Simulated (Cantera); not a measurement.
**Ignition delay**

Mixture: CH4 : O2 : N2 : H2O = 1 : 3.17 : 21 : 0.26 (molar parts), equivalence ratio 0.63, at 2250 Torr, adiabatic and at constant pressure. Ignition delay is the time to a rise of 400 K.

Cantera simulation using GRI-Mech 3.0 (53 species, 325 reactions); the numbers are that mechanism's predictions, not measurements.

```json
[
 {"T0 (K)": "1075", "delay (ms)": "132"},
 {"T0 (K)": "1125", "delay (ms)": "63.8"},
 {"T0 (K)": "1175", "delay (ms)": "32.0"},
 {"T0 (K)": "1225", "delay (ms)": "16.5"},
 {"T0 (K)": "1275", "delay (ms)": "8.80"},
 {"T0 (K)": "1325", "delay (ms)": "4.81"}
]
```

- apparent activation energy between 1225 and 1325 K = 170 kJ/mol
